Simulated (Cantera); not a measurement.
A perfectly stirred reactor is fed with 13.9 % C₃H₈, 86.1 % H₂, at 0.00168 atm; it is held at 1450 K, and followed from long to short residence time.

Model: GRI-Mech 3.0 (53 species, 325 reactions), integrated in Cantera. GRI-Mech 3.0 was tuned for natural gas; its chemistry of propane as a main component is partial and can be far from experiment. GRI-Mech 3.0 stops at C3 and has no aromatics, soot or wall deposition, so with more carbon than oxygen in the feed, carbon stays in small species such as C2H2 where larger ones or solid carbon would form. Radical loss at walls, strong at low pressure, is not modelled.

x: mole fraction; the columns are a selection and need not sum to one.

```tsv
τ (s)	x C₃H₈	x H₂	x CH₂	x C₂H₆	x C₂H₄	x CH₄	x C₂H
1.6	0.000368	0.791	7.06e-7	6.21e-5	0.00830	0.0913	1.43e-7
0.41	0.00125	0.778	1.11e-6	0.000124	0.0214	0.108	1.46e-7
0.11	0.00398	0.769	1.74e-6	0.000235	0.0448	0.115	1.26e-7
0.028	?	0.767	?	?	0.0704	0.109	?
0.0073	0.0400	0.784	4.45e-6	0.000952	0.0720	0.0803	1.89e-8
0.0019	0.102	0.832	3.28e-6	0.000750	0.0282	0.0246	4.37e-10
0.00050	?	0.856	?	?	?	?	1.29e-12
```

**Question.** What belongs in the gaps?

**Answer.** 
- 0.028, x C₃H₈: 0.0127
- 0.028, x CH₂: 2.94e-6
- 0.028, x C₂H₆: 0.000485
- 0.028, x C₂H: 7.68e-8
- 0.00050, x C₃H₈: 0.133
- 0.00050, x CH₂: 5.14e-7
- 0.00050, x C₂H₆: 0.000190
- 0.00050, x C₂H₄: 0.00373
- 0.00050, x CH₄: 0.00215
